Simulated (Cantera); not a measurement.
An adiabatic, constant-pressure homogeneous reactor starts with 44.4 % H₂, 11.7 % O₂, 43.9 % N₂, at 1148 K and 3750 Torr.

Computed with Cantera and the H2/O2 subset of GRI-Mech 3.0, which has no nitrogen chemistry. The hydrogen kinetics of GRI-Mech 3.0 are dated; newer H2 mechanisms differ, most at raised pressure.

**Question.** Predict: time of steepest temperature rise; temperature at 0.300 s; equilibrium temperature; x(H₂) at 0.300 s; x(O₂) at 0.300 s; x(HO₂) at 0.300 s; x(H) at 0.300 s; x(O) at 0.300 s; x(H₂O) at 0.300 s.

**Answer.** 
```json
{
  "time_of_steepest_temperature_rise": "63.1 µs",
  "temperature at 0.300 s": "2718 K",
  "equilibrium_temperature": "2718 K",
  "x(H₂) at 0.300 s": "0.232 (gas-phase equilibrium 0.232)",
  "x(O₂) at 0.300 s": "6.20e-5 (gas-phase equilibrium 6.20e-5)",
  "x(HO₂) at 0.300 s": "1.30e-7 (gas-phase equilibrium 1.30e-7)",
  "x(H) at 0.300 s": "0.0132 (gas-phase equilibrium 0.0132)",
  "x(O) at 0.300 s": "0.000138 (gas-phase equilibrium 0.000138)",
  "x(H₂O) at 0.300 s": "0.258 (gas-phase equilibrium 0.258)"
}
```
